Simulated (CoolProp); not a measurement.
Vapour-liquid equilibrium of CHF3 (R23) (1) + CH2F2 (R32) (2) at 261.7 K; x and y are mole fractions of (1).

Values from CoolProp's multi-fluid Helmholtz-energy mixture model, Penoncello 2003 and Tillner-Roth 1997; pair parameters Bell 2016.

**Question.** Give the bubble pressure and the first vapour's composition at x = 0.05, 0.85, 0.95. Is there an azeotrope?

**Answer.** x = 0.05: 612.2 kPa, y = 0.128; x = 0.85: 1599 kPa, y = 0.928; x = 0.95: 1736 kPa, y = 0.977. No azeotrope shows between x = 0.05 and 0.95.

Pair parameters are fitted to limited data, so mixtures are less certain than the pure fluids.
